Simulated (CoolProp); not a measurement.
Properties of R1224YDZ along the isobar 0.39 MPa (Tc = 428.7 K, pc = 3.334 MPa, ω = 0.325).

Model: reference Helmholtz-energy equation of state, Akasaka 2023, in CoolProp.

| T (K) | phase | cv (kJ/(kg K)) | fugacity coefficient |
|---|---|---|---|
| 253.3 | liquid | 0.7552 | 0.05435 |
| 263.9 | liquid | 0.7686 | 0.09167 |
| 274.6 | liquid | 0.7826 | 0.1475 |
| 285.2 | liquid | 0.7968 | 0.2257 |
| 295.8 | liquid | 0.8112 | 0.3320 |
| 306.5 | liquid | 0.8259 | 0.4727 |
| 317.1 | liquid | 0.8406 | 0.6500 |
| 327.7 | liquid | 0.8553 | 0.8686 |
| 338.3 | gas | 0.8160 | 0.9065 |
| 349 | gas | 0.8238 | 0.9168 |
| 359.6 | gas | 0.8335 | 0.9255 |
| 370.2 | gas | 0.8446 | 0.9329 |
| 380.9 | gas | 0.8565 | 0.9394 |
| 391.5 | gas | 0.8688 | 0.9450 |
